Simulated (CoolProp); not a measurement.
n-perfluorobutane at 256.57 K and 0.259 MPa is throttled through a valve to 0.094 MPa with no heat exchange. Each further row changes one setting.

Values from CoolProp's reference Helmholtz-energy equation of state, Gao 2022.

| case | temperature change (K) | final phase | final density (kg/m³) |
|---|---|---|---|
| as stated | +0.0 | liquid | 1650 |
| outlet pressure 0.0282 MPa | … | … | … |
| outlet pressure 0.122 MPa | +0.0 | liquid | 1650 |

### Question
Fill in the missing entries.

### Answer

- outlet pressure 0.0282 MPa, temperature change (K): -13.3
- outlet pressure 0.0282 MPa, final phase: two-phase, vapour fraction 0.135
- outlet pressure 0.0282 MPa, final density (kg/m³): 24.7
